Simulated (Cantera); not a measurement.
**Ignition delay**

Mixture: H₂ : O₂ : N₂ = 1 : 0.658 : 2.47 (molar parts), at 101000 Pa, adiabatic and at constant pressure. Ignition delay is the time to a rise of 400 K.

Computed with Cantera and the H2/O2 subset of GRI-Mech 3.0, which has no nitrogen chemistry. Below about 950 K walls govern HO2 and H2O2 in real vessels. Where the delays flatten at high temperature, the 400 K rule measures the pace of heat release, not the induction time.

```tsv
T0 (K)	delay (ms)
948	11.0
1023	0.199
1098	0.0900
1173	0.0546
1248	0.0377
1323	0.0286
1398	0.0233
1473	0.0202
1548	0.0185
```
